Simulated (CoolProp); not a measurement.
Computed with CoolProp (reference Helmholtz-energy equation of state, Gao 2022).

For n-perfluorobutane, give the phase and the Z, isothermal compressibility (1/MPa) at 173.8 K and 1.47 MPa.


- 173.8 K and 1.47 MPa: liquid; Z 0.125, isothermal compressibility 0.00117
